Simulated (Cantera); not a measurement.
A Cantera script and what it prints.

```python
import numpy as np
import cantera as ct

gas_names = [...]  # 109 gases of nasa_gas.yaml made of C, Cl, H, Si
cond_names = """
    C(gr) C6H6(L) C7H8(L) C8H18(L),n-octa Si(cr) Si(L) SiC(b)
""".split()


# ... load() reads the species with a 1 bar reference pressure and builds the phases ...
atoms = {
    'CH3SiCl3': {'C': 1, 'H': 3, 'Si': 1, 'CL': 3},
    'C2H2': {'C': 2, 'H': 2},
    'H2': {'H': 2},
}
top_T = {'C(gr)': 4500, 'SiC(b)': 3050}  # K; cautious upper limits of use, not melting points


# ... equilibrate(T, P, feed) seeds the gas with the atoms and calls Mixture.equilibrate('TP', solver="vcs", rtol=1e-11, max_steps=5000) ...
results = []
T = 2598.15  # K
P = 100000  # Pa
for m in [12, 16, 22, 31, 42, 58, 79, 110, 150, 210]:
    feed = {'CH3SiCl3': 1, 'C2H2': 0.86, 'H2': m}  # mol
    mix = equilibrate(T, P, feed)
    results.append((T, P, feed, dict(zip(mix.species_names, mix.species_moles))))

top = {s: max(r[3][s] / sum(r[3][g] for g in gas_names) for r in results) for s in gas_names}
cols = sorted((s for s in top if top[s] > 1e-06), key=lambda s: -top[s])[:6]
seen = [c for c in cond_names if any(r[3].get(c, 0) > 1e-12 for r in results)]
print("log10 of partial pressures in bar; condensed amounts in mol")
print(f"{'n(H2)':>10s}" + "".join(f"{s[:9]:>10s}" for s in cols + seen))
for T, P, feed, n in results:
    ng = sum(n[g] for g in gas_names)
    print(f"{feed['H2']:10.4g}" + "".join(f"{np.log10(max(n[s] / ng * P / 1e5, 1e-99)):10.3f}" for s in cols)
          + "".join(f"{n.get(c, 0):10.4g}" for c in seen))
```

Output:

```
log10 of partial pressures in bar; condensed amounts in mol
     n(H2)        H2       HCL         H C2H2,acet     SiCL2        CL     C(gr)    SiC(b)
        12    -0.110    -0.815    -1.474    -1.903    -1.909    -2.333     1.586     0.676
        16    -0.093    -0.899    -1.465    -1.886    -2.095    -2.426     1.436    0.6889
        22    -0.077    -1.002    -1.458    -1.870    -2.316    -2.537     1.232    0.6878
        31    -0.064    -1.121    -1.451    -1.857    -2.568    -2.663    0.9476     0.664
        42    -0.055    -1.233    -1.446    -1.848    -2.801    -2.779    0.6153    0.6186
        58    -0.047    -1.357    -1.443    -1.840    -3.057    -2.907    0.1453    0.5389
        79    -0.041    -1.481    -1.439    -1.911    -3.273    -3.035         0    0.3844
       110    -0.035    -1.618    -1.437    -2.008    -3.499    -3.173         0    0.1158
       150    -0.031    -1.744    -1.435    -2.116    -3.795    -3.302         0         0
       210    -0.027    -1.882    -1.433    -2.249    -4.175    -3.442         0         0
```

Cantera equilibrium calculation (NASA polynomials, part measured and part estimated; ideal gas, pure solids and liquids). The feed counts by its element totals alone. The tables' values for SiCl, SiCl3 are old estimates; treat these amounts as uncertain. Gases not in the tables: Si2H6 and higher silanes.
